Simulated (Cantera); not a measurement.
Input: 1 mol Si3N4, 0.0013 mol O2, 140 mol N2, at 49.0 Pa.

Equilibrium computed with Cantera from the NASA thermochemical tables; the gas is ideal and each condensed phase is pure. Candidate condensed phases: Si, SiO2, Si2N2O, Si3N4; 16 gas species. Mutual solubility and eutectic melting of coexisting phases are not modelled. The numbers say what is thermodynamically allowed, not how fast it happens.

x: gas mole fraction; n: condensed amount in mol.

| T (°C) | x N2 | x SiO | x Si | x SiN | x Si2N | x Si2 | n Si2N2O(s) | n Si3N4(s) |
|---|---|---|---|---|---|---|---|---|
| 802 | 1.00 | 7.90e-12 | <1e-12 | <1e-12 | <1e-12 | <1e-12 | 0.00260 | 0.998 |
| 852 | 1.00 | 1.45e-10 | <1e-12 | <1e-12 | <1e-12 | <1e-12 | 0.00260 | 0.998 |
| 902 | 1.00 | 2.07e-9 | <1e-12 | <1e-12 | <1e-12 | <1e-12 | 0.00260 | 0.998 |
| 952 | 1.00 | 2.36e-8 | 1.76e-11 | 2.10e-12 | <1e-12 | <1e-12 | 0.00260 | 0.998 |
| 1002 | 1.00 | 2.22e-7 | 2.54e-10 | 2.23e-11 | <1e-12 | <1e-12 | 0.00257 | 0.998 |
| 1052 | 1.000 | 1.76e-6 | 2.99e-9 | 1.98e-10 | ___ | <1e-12 | 0.00235 | 0.998 |
| 1102 | 1.000 | 1.19e-5 | 2.94e-8 | 1.50e-9 | ___ | <1e-12 | 0.000928 | 0.999 |
| 1152 | 1.000 | 1.86e-5 | 2.45e-7 | 9.77e-9 | ___ | 1.33e-11 | 0 | 0.999 |
| 1202 | 1.000 | 1.86e-5 | 1.77e-6 | 5.61e-8 | ___ | 2.85e-10 | 0 | 0.999 |
| 1252 | 1.000 | 1.86e-5 | 1.12e-5 | 2.87e-7 | ___ | 4.97e-9 | 0 | 0.999 |

Problem. Some entries are withheld; supply them.

Solution. 
- 1052, x Si2N: 3.63e-12
- 1102, x Si2N: 6.68e-11
- 1152, x Si2N: 9.97e-10
- 1202, x Si2N: 1.23e-8
- 1252, x Si2N: 1.29e-7
